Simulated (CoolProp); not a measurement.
Vapour-liquid equilibrium of cyclohexane (1) + n-nonane (2) at 342.5 K; x and y are mole fractions of (1).

The numbers come from the multi-fluid Helmholtz-energy mixture model, Zhou 2014 and Lemmon 2006; pair parameters Bell 2016 in CoolProp.

| x | bubble pressure (bar) | y at the bubble point | dew pressure at overall composition x (bar) | liquid density (mol/L) |
|---|---|---|---|---|
| 0.05 | 0.09671 | 0.394 | 0.06433 | 5.400 |
| 0.15 | 0.1618 | 0.672 | 0.07127 | 5.632 |
| 0.25 | 0.2229 | 0.787 | 0.07987 | 5.883 |
| 0.35 | 0.2831 | 0.852 | 0.09082 | 6.155 |
| 0.45 | 0.3441 | 0.896 | 0.1052 | 6.452 |
| 0.55 | 0.4070 | 0.928 | 0.1249 | 6.776 |
| 0.65 | 0.4722 | 0.951 | 0.1536 | 7.131 |
| 0.75 | 0.5395 | 0.970 | 0.1989 | 7.521 |
| 0.85 | 0.6081 | 0.984 | 0.2803 | 7.951 |
| 0.95 | 0.6767 | 0.995 | 0.4676 | 8.427 |

No azeotrope shows between x = 0.05 and 0.95.

The pair parameters rest on a limited set of measurements; away from them the model extrapolates. The gap from Raoult's law changes sign with composition, which may be real or a fault of the pair parameters; it wasn't checked against measurements.
